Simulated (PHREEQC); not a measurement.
Synthetic water in mg/kgw, 40 °C, pH 6.41: Na 1820; K 1.39; Ca 107; Mg 133; Cl 3390; S(6) as SO4 104; Alkalinity as HCO3 0.000437; B 0.252.

Cl is adjusted to close the charge balance.
Valence states are taken as typed.

The numbers come from PHREEQC with the Pitzer model, pitzer.dat.

No solid was allowed to form.

Problem. Predict the specific conductance.

Solution. specific conductance 13500 µS/cm.

Problem. In which forms is C present?

Solution. HCO3- 62 %, CO2 38 % of the C.

Constants without temperature data keep their 25 °C values here.
